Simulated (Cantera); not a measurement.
A perfectly stirred reactor is fed with CH4 : C2H6 : C3H8 : O2 : N2 = 1 : 0.16 : 0.24 : 6.84 : 25.7 (molar parts), equivalence ratio 0.55, at 1.00 bar; it is adiabatic with a 773 K inlet, and is followed from long to short residence time, starting on the burning branch (τ in s: 0.043, 0.019, 0.0084, 0.0037, 0.0017, 0.00074, 0.00033, 0.00015, 6.4e-05, 2.9e-05, 1.3e-05, 5.6e-06).

Computed with Cantera and GRI-Mech 3.0 (53 species, 325 reactions). GRI-Mech 3.0 was tuned for natural gas; its chemistry of propane as a main component is partial and can be far from experiment.

Predict: blow-out, bracketed by the residence times tried; x(CH4) at τ = 43.0 ms; x(C2H6) at τ = 43.0 ms; x(C3H8) at τ = 43.0 ms; x(CH2CO) at τ = 43.0 ms; x(HCN) at τ = 43.0 ms; x(CH4) at τ = 0.330 ms; x(C2H6) at τ = 0.330 ms; x(C3H8) at τ = 0.330 ms; x(CH2CO) at τ = 0.330 ms; x(HCN) at τ = 0.330 ms.


```
Property                                                                       Result
------------------------------------------------  -----------------------------------
blow-out, bracketed by the residence times tried  burning at 0.150 ms, out at 64.0 µs
x(CH4) at τ = 43.0 ms                                                         4.94e-6
x(C2H6) at τ = 43.0 ms                                                        1.61e-7
x(C3H8) at τ = 43.0 ms                                                        2.40e-7
x(CH2CO) at τ = 43.0 ms                                                       7.22e-7
x(HCN) at τ = 43.0 ms                                                         1.20e-8
x(CH4) at τ = 0.330 ms                                                       0.000158
x(C2H6) at τ = 0.330 ms                                                       6.34e-6
x(C3H8) at τ = 0.330 ms                                                       8.65e-6
x(CH2CO) at τ = 0.330 ms                                                      1.66e-5
x(HCN) at τ = 0.330 ms                                                        6.01e-8
```
